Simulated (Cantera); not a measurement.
A closed system holds: 1 mol n-butane, 0.011 mol O2, a varied amount of N2, at 1175 K and 7.50 Torr.

Method: chemical equilibrium by Gibbs-energy minimisation in Cantera with the NASA 1993 tables (ideal gas, pure condensed phases). Candidate condensed phases: C, C6H6, C7H8, C8H18, H2O; 136 gas species. Rates play no part.

Task: At 2.6 mol N2, list the 5 most abundant gas species with their mole fractions, and the condensed phases.

Result: H2 0.656, N2 0.341, CO 0.00289, CH4 8.24e-5, HCN 2.66e-5. Condensed: C(graphite).
